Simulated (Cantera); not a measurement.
Pb + CO2 + H2 (metals in furnace atmospheres)

Feed: 1 mol Pb, 1.5 mol CO2, 4.4 mol H2, at 58.0 Pa.

These are equilibrium values from Cantera (NASA tables, ideal gas, pure condensed phases), not measurements of a reactor. Candidate condensed phases: C, C6H6, C7H8, C8H18, H2O, Pb, PbO, PbO2, Pb3O4; 113 gas species. Equilibrium is a limit: real reactors are often held back by kinetics, nucleation or transport.

From 950 K to 1050 K the condensed part is Pb(l). From 1100 K to 1600 K nothing is condensed. The main Pb-bearing gas is Pb throughout.

```json
[
 {"T (K)": "950", "x H2": "0.573", "x CO": "0.166", "x H2O": "0.166", "x Pb": "0.00868", "x CO2": "0.0861", "n Pb(l)": "0.948"},
 {"T (K)": "1000", "x H2": "0.554", "x CO": "0.171", "x H2O": "0.171", "x Pb": "0.0279", "x CO2": "0.0760", "n Pb(l)": "0.831"},
 {"T (K)": "1050", "x H2": "0.517", "x CO": "0.169", "x H2O": "0.169", "x Pb": "0.0802", "x CO2": "0.0650", "n Pb(l)": "0.485"},
 {"T (K)": "1100", "x H2": "0.475", "x CO": "0.163", "x H2O": "0.163", "x Pb": "0.145", "x CO2": "0.0549", "n Pb(l)": "0"},
 {"T (K)": "1150", "x H2": "0.470", "x CO": "0.167", "x H2O": "0.167", "x Pb": "0.145", "x CO2": "0.0501", "n Pb(l)": "0"},
 {"T (K)": "1200", "x H2": "0.466", "x CO": "0.171", "x H2O": "0.171", "x Pb": "0.145", "x CO2": "0.0459", "n Pb(l)": "0"},
 {"T (K)": "1250", "x H2": "0.463", "x CO": "0.175", "x H2O": "0.175", "x Pb": "0.145", "x CO2": "0.0423", "n Pb(l)": "0"},
 {"T (K)": "1300", "x H2": "0.459", "x CO": "0.178", "x H2O": "0.178", "x Pb": "0.145", "x CO2": "0.0392", "n Pb(l)": "0"},
 {"T (K)": "1350", "x H2": "0.457", "x CO": "0.181", "x H2O": "0.181", "x Pb": "0.145", "x CO2": "0.0365", "n Pb(l)": "0"},
 {"T (K)": "1400", "x H2": "0.454", "x CO": "0.183", "x H2O": "0.183", "x Pb": "0.145", "x CO2": "0.0341", "n Pb(l)": "0"},
 {"T (K)": "1450", "x H2": "0.452", "x CO": "0.185", "x H2O": "0.185", "x Pb": "0.145", "x CO2": "0.0320", "n Pb(l)": "0"},
 {"T (K)": "1500", "x H2": "0.450", "x CO": "0.187", "x H2O": "0.187", "x Pb": "0.145", "x CO2": "0.0301", "n Pb(l)": "0"},
 {"T (K)": "1550", "x H2": "0.448", "x CO": "0.189", "x H2O": "0.189", "x Pb": "0.145", "x CO2": "0.0284", "n Pb(l)": "0"},
 {"T (K)": "1600", "x H2": "0.446", "x CO": "0.190", "x H2O": "0.190", "x Pb": "0.145", "x CO2": "0.0270", "n Pb(l)": "0"}
]
```
x: gas mole fraction; n: condensed amount in mol.
